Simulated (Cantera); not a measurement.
An adiabatic, constant-volume homogeneous reactor starts with CO : H₂ : O₂ : N₂ = 1 : 0.71 : 1.07 : 4.02 (molar parts), at 1198 K and 7500 Torr. Integrator tolerance rtol = 1e-08.

Detailed kinetics in Cantera: GRI-Mech 3.0 (53 species, 325 reactions). The hydrogen kinetics of GRI-Mech 3.0 are dated; newer H2 mechanisms differ, most at raised pressure.

### Question
What does this change do: pressure from 7500 Torr to 3080 Torr?

### Answer
| quantity | before | after |
|---|---|---|
| time of steepest temperature rise | 30.8 µs | 20.5 µs |
| temperature at 10.0 s | 2953 K | 2888 K |
| equilibrium temperature | 2953 K | 2888 K |
| x(CO) at 10.0 s | 0.0371 (gas-phase equilibrium 0.0371) | 0.0421 (gas-phase equilibrium 0.0421) |
| x(H₂) at 10.0 s | 0.00415 (gas-phase equilibrium 0.00415) | 0.00493 (gas-phase equilibrium 0.00493) |
| x(O₂) at 10.0 s | 0.0413 (gas-phase equilibrium 0.0413) | 0.0438 (gas-phase equilibrium 0.0438) |
| x(H₂O) at 10.0 s | 0.104 (gas-phase equilibrium 0.104) | 0.101 (gas-phase equilibrium 0.101) |
| x(NO₂) at 10.0 s | 2.27e-5 (gas-phase equilibrium 2.27e-5) | 1.47e-5 (gas-phase equilibrium 1.47e-5) |
| x(NO) at 10.0 s | 0.0182 (gas-phase equilibrium 0.0182) | 0.0172 (gas-phase equilibrium 0.0172) |

### Question
What does this change do: initial temperature 1198 to 1150 K?

### Answer
```tsv
quantity	before	after
time of steepest temperature rise	30.8 µs	0.105 ms
temperature at 10.0 s	2953 K	2938 K
equilibrium temperature	2953 K	2938 K
x(CO) at 10.0 s	0.0371 (gas-phase equilibrium 0.0371)	0.0352 (gas-phase equilibrium 0.0352)
x(H₂) at 10.0 s	0.00415 (gas-phase equilibrium 0.00415)	0.00393 (gas-phase equilibrium 0.00393)
x(O₂) at 10.0 s	0.0413 (gas-phase equilibrium 0.0413)	0.0408 (gas-phase equilibrium 0.0408)
x(H₂O) at 10.0 s	0.104 (gas-phase equilibrium 0.104)	0.104 (gas-phase equilibrium 0.104)
x(NO₂) at 10.0 s	2.27e-5 (gas-phase equilibrium 2.27e-5)	2.26e-5 (gas-phase equilibrium 2.26e-5)
x(NO) at 10.0 s	0.0182 (gas-phase equilibrium 0.0182)	0.0177 (gas-phase equilibrium 0.0177)
```

### Question
What does this change do: initial temperature 1198 to 1048 K?

### Answer
```
quantity                                                            before                                    after
---------------------------------  ---------------------------------------  ---------------------------------------
time of steepest temperature rise                                  30.8 µs                                  1.28 ms
temperature at 10.0 s                                               2953 K                                   2905 K
equilibrium temperature                                             2953 K                                   2905 K
x(CO) at 10.0 s                      0.0371 (gas-phase equilibrium 0.0371)    0.0312 (gas-phase equilibrium 0.0312)
x(H₂) at 10.0 s                    0.00415 (gas-phase equilibrium 0.00415)  0.00346 (gas-phase equilibrium 0.00346)
x(O₂) at 10.0 s                      0.0413 (gas-phase equilibrium 0.0413)    0.0397 (gas-phase equilibrium 0.0397)
x(H₂O) at 10.0 s                       0.104 (gas-phase equilibrium 0.104)      0.106 (gas-phase equilibrium 0.106)
x(NO₂) at 10.0 s                   2.27e-5 (gas-phase equilibrium 2.27e-5)  2.25e-5 (gas-phase equilibrium 2.25e-5)
x(NO) at 10.0 s                      0.0182 (gas-phase equilibrium 0.0182)    0.0168 (gas-phase equilibrium 0.0168)
```
